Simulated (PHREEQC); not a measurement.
Make-up at 25 °C: 0.0017 mol H2S, 0.096 mol HCl and 0.099 mol ZnCl2 per kg of water. Closed to the air; pH follows from the charge balance.

Equilibrium calculation in PHREEQC: ion-association model, phreeqc.dat.

Each row changes one thing in this solution. Precipitation was switched off in this run.

```json
[
 {"case": "as made", "pH": "1.13", "ionic strength (mol/kgw)": "0.356", "Cl- (mol/kgw)": "0.274", "Zn+2 (mol/kgw)": "0.0818", "ZnCl+ (mol/kgw)": "0.0146", "ZnCl2 (mol/kgw)": "0.00175", "SI of Zn(OH)2(e) (Zn(OH)2)": "-10.96"},
 {"case": "HCl from 0.096 to 0.96 mol/kgw", "pH": "0.15", "ionic strength (mol/kgw)": "1.14", "Cl- (mol/kgw)": "1.04", "Zn+2 (mol/kgw)": "0.0480", "ZnCl+ (mol/kgw)": "0.0221", "ZnCl2 (mol/kgw)": "___", "SI of Zn(OH)2(e) (Zn(OH)2)": "-13.34"},
 {"case": "HCl left out", "pH": "2.89", "ionic strength (mol/kgw)": "0.270", "Cl- (mol/kgw)": "0.184", "Zn+2 (mol/kgw)": "___", "ZnCl+ (mol/kgw)": "___", "ZnCl2 (mol/kgw)": "0.000988", "SI of Zn(OH)2(e) (Zn(OH)2)": "-7.36"},
 {"case": "0.0053 mol/kgw NaHCO3 added", "pH": "1.15", "ionic strength (mol/kgw)": "0.356", "Cl- (mol/kgw)": "0.274", "Zn+2 (mol/kgw)": "0.0818", "ZnCl+ (mol/kgw)": "0.0146", "ZnCl2 (mol/kgw)": "0.00175", "SI of Zn(OH)2(e) (Zn(OH)2)": "-10.91"},
 {"case": "0.0013 mol/kgw LiBr added", "pH": "1.13", "ionic strength (mol/kgw)": "0.358", "Cl- (mol/kgw)": "0.274", "Zn+2 (mol/kgw)": "0.0819", "ZnCl+ (mol/kgw)": "0.0146", "ZnCl2 (mol/kgw)": "0.00175", "SI of Zn(OH)2(e) (Zn(OH)2)": "-10.96"},
 {"case": "H2S left out", "pH": "1.13", "ionic strength (mol/kgw)": "0.356", "Cl- (mol/kgw)": "0.274", "Zn+2 (mol/kgw)": "0.0819", "ZnCl+ (mol/kgw)": "0.0146", "ZnCl2 (mol/kgw)": "0.00175", "SI of Zn(OH)2(e) (Zn(OH)2)": "-10.95"},
 {"case": "ZnCl2 from 0.099 to 0.0891 mol/kgw", "pH": "1.13", "ionic strength (mol/kgw)": "0.332", "Cl- (mol/kgw)": "0.257", "Zn+2 (mol/kgw)": "___", "ZnCl+ (mol/kgw)": "___", "ZnCl2 (mol/kgw)": "0.00146", "SI of Zn(OH)2(e) (Zn(OH)2)": "-10.99"},
 {"case": "0.01 mol/kgw H2SO4 added", "pH": "1.07", "ionic strength (mol/kgw)": "0.368", "Cl- (mol/kgw)": "0.274", "Zn+2 (mol/kgw)": "0.0802", "ZnCl+ (mol/kgw)": "0.0142", "ZnCl2 (mol/kgw)": "0.00169", "SI of Zn(OH)2(e) (Zn(OH)2)": "-11.09"}
]
```

Question: Fill in the missing entries.

Answer: 
- HCl from 0.096 to 0.96 mol/kgw, ZnCl2 (mol/kgw): 0.00666
- HCl left out, Zn+2 (mol/kgw): 0.0856
- HCl left out, ZnCl+ (mol/kgw): 0.0113
- ZnCl2 from 0.099 to 0.0891 mol/kgw, Zn+2 (mol/kgw): 0.0742
- ZnCl2 from 0.099 to 0.0891 mol/kgw, ZnCl+ (mol/kgw): 0.0127

The ionic strength passes 0.7 mol/kgw, the rough limit of the ion-association models, in HCl from 0.096 to 0.96 mol/kgw. Some of these states are supersaturated (in Sphalerite (slow to form), for instance).
